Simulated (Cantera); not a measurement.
A Cantera script and what it prints.

```python
import numpy as np
import cantera as ct

gas_names = """
    N NO NO2 NO3 N2 N2O O O2 O3 S SN SO SO2 SO3 S2 S2O S8
""".split()
cond_names = """
    S(cr1) S(cr2) S(L)
""".split()


def load(file, names, dense=False):
    # The tables refer to 1 bar. Condensed volumes are neglected.
    table = {s.name: s for s in ct.Species.list_from_file(file)}
    out = []
    for n in names:
        d = dict(table[n].input_data)
        d["thermo"] = dict(d["thermo"], **{"reference-pressure": 1e5})
        if dense:
            d["equation-of-state"] = {"model": "constant-volume", "density": "1e6 g/cm^3"}
        out.append(ct.Species.from_dict(d))
    return out


gas = ct.Solution(thermo="ideal-gas", species=load("nasa_gas.yaml", gas_names))
cond = {s.name: ct.Solution(thermo="fixed-stoichiometry", species=[s], name=s.name)
        for s in load("nasa_condensed.yaml", cond_names, dense=True)}
atoms = {
    'N2O': {'N': 2, 'O': 1},
    'SO2': {'S': 1, 'O': 2},
}
top_T = {}  # K; cautious upper limits of use, not melting points


def equilibrate(T, P, feed):
    n = {}
    for name, mol in feed.items():
        for a, k in atoms[name].items():
            n[a] = n.get(a, 0.0) + k * mol
    gas.TPX = T, P, n
    mass = sum(n.values()) * gas.mean_molecular_weight
    gas.equilibrate("TP")
    valid = [c for c in cond.values() if c.min_temp <= T <= top_T.get(c.name, c.max_temp)]
    mix = ct.Mixture([(gas, mass / gas.mean_molecular_weight)] + [(c, 0.0) for c in valid])
    mix.T, mix.P = T, P
    mix.equilibrate("TP", solver="vcs", rtol=1e-11, max_steps=5000)
    return mix


results = []
feed = {'N2O': 1, 'SO2': 0.0077}  # mol
T = 2300  # K
for P in [10, 120, 1400, 17000, 210000, 2500000, 30000000]:
    mix = equilibrate(T, P, feed)
    results.append((T, P, feed, dict(zip(mix.species_names, mix.species_moles))))

top = {s: max(r[3][s] / sum(r[3][g] for g in gas_names) for r in results) for s in gas_names}
cols = sorted((s for s in top if top[s] > 1e-05), key=lambda s: -top[s])[:5]
seen = [c for c in cond_names if any(r[3].get(c, 0) > 1e-12 for r in results)]
print("log10 of partial pressures in bar; condensed amounts in mol")
print(f"{'P/Pa':>10s}" + "".join(f"{s[:9]:>10s}" for s in cols + seen))
for T, P, feed, n in results:
    ng = sum(n[g] for g in gas_names)
    print(f"{P:10.4g}" + "".join(f"{np.log10(max(n[s] / ng * P / 1e5, 1e-99)):10.3f}" for s in cols)
          + "".join(f"{n.get(c, 0):10.4g}" for c in seen))
```

It prints:

```
log10 of partial pressures in bar; condensed amounts in mol
      P/Pa        N2        O2         O        NO       SO2
        10    -4.232    -4.735    -4.672    -5.898    -6.489
       120    -3.121    -3.483    -4.046    -4.716    -5.266
      1400    -2.043    -2.366    -3.487    -3.618    -4.161
   1.7e+04    -0.955    -1.267    -2.937    -2.525    -3.066
   2.1e+05     0.138    -0.171    -2.389    -1.430    -1.972
   2.5e+06     1.214     0.906    -1.851    -0.354    -0.898
     3e+07     2.293     1.985    -1.311     0.725     0.174
```

Equilibrium computed with Cantera from the NASA thermochemical tables; the gas is ideal and each condensed phase is pure. The ideal-gas law is rough above about 30 bar.
